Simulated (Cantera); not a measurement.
Cantera with NASA thermochemical tables; ideal gases at 1 bar, condensed phases pure. Values are per mole of reaction as written; species without (g) are pure solids or liquids, kept so even where they would boil at 1 bar.

Sr(OH)₂ + 2 NO(g) ⇌ 2 OH(g) + SrO + N₂O(g)

| T (K) | ΔH° (kJ) | ΔS° (J/K) | ΔG° (kJ) | log10 K |
|---|---|---|---|---|
| 1073 | (withheld) | (withheld) | (withheld) | (withheld) |
| 1123 | 309.2 | 69.7 | 230.9 | -10.74 |
| 1173 | (withheld) | (withheld) | (withheld) | (withheld) |
| 1223 | 304.2 | 65.4 | 224.2 | -9.57 |
| 1273 | 301.8 | 63.5 | 221.0 | -9.07 |
| 1323 | (withheld) | (withheld) | (withheld) | (withheld) |

Q: What belongs in the gaps?

A: 
- 1073, ΔH° (kJ): 311.8
- 1073, ΔS° (J/K): 72.0
- 1073, ΔG° (kJ): 234.5
- 1073, log10 K: -11.41
- 1173, ΔH° (kJ): 306.7
- 1173, ΔS° (J/K): 67.5
- 1173, ΔG° (kJ): 227.5
- 1173, log10 K: -10.13
- 1323, ΔH° (kJ): 299.4
- 1323, ΔS° (J/K): 61.7
- 1323, ΔG° (kJ): 217.8
- 1323, log10 K: -8.60
